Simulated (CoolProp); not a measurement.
Saturation properties of nitrous oxide.

Model: reference Helmholtz-energy equation of state, Lemmon 2006, in CoolProp. It is a short technical equation, of lower accuracy than the large ones.

```
T (K)     p (bar)  enthalpy of vaporisation (kJ/kg)  liquid cp (kJ/(kg K))    vapour Z  surface tension (mN/m)
-----  ----------  --------------------------------  ---------------------  ----------  ----------------------
210         3.743                             343.8                  1.758      0.9338                    18.1
219.2       5.534                             331.5                  1.786      0.9131                    16.1
228.5       7.933                             318.1                  1.822      0.8885                    14.1
237.8  (withheld)                             303.6                  1.870      0.8602                    12.2
247         14.89                             287.9                  1.932      0.8281                    10.3
256.3       19.72                             270.4                  2.016      0.7912                    8.51
265.6       25.59                             250.7                  2.135  (withheld)                    6.75
274.9  (withheld)                             228.2                  2.313      0.7007                    5.07
284.1       40.93                             201.9             (withheld)      0.6447                    3.50
293.4       50.81                             168.9                  3.225      0.5754                    2.02
302.7       62.46                             121.5                  5.470      0.4794                   0.717
```

Problem. What belongs in the gaps?

Solution. 
- 237.8, p (bar): 11.03
- 265.6, vapour Z: 0.7491
- 274.9, p (bar): 32.65
- 284.1, liquid cp (kJ/(kg K)): 2.607

It boils at 184.7 K under 1 atm.

Surface tension comes from a separate correlation (Mulero 2012).
